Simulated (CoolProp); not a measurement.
Values from CoolProp's reference Helmholtz-energy equation of state, Lemmon 2006. It is a short technical equation, of lower accuracy than the large ones.

Q: For isohexane, give the phase and the density (kg/m³), speed of sound (m/s), expansivity (1/kK), fugacity coefficient at 40.65 °C and 0.192 MPa.

A: 
- 40.65 °C and 0.192 MPa: liquid; density 634, speed of sound 977, expansivity 1.49, fugacity coefficient 0.264
